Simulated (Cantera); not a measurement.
## Equilibrium for silicon epitaxy and polysilicon growth: SiHCl3 + N2

Charge: 1 mol SiHCl3, 4.1 mol N2, at 1475 °C and 350 Pa.

These are equilibrium values from Cantera (NASA tables, ideal gas, pure condensed phases), not measurements of a reactor. Candidate condensed phases: NH4Cl, Si, Si3N4; 28 gas species. The tables' values for SiCl3, SiCl are old estimates; treat these amounts as uncertain. Equilibrium is a limit: real reactors are often held back by kinetics, nucleation or transport.

The x(N2) is 0.674 and the x(SiCl2) is 0.154. The x(HCl) comes out as 0.148. The x(SiCl3) comes out as 0.00956 and the x(H2) is 0.00808. The x(Cl) is 0.00491. The x(SiCl4) comes out as 0.00106 and the x(H) comes out as 0.000348. The x(SiCl) is 8.21e-5 and the gas amount is 6.081 mol. The log10 activity of Si(l) (absent) comes out as -1.77.
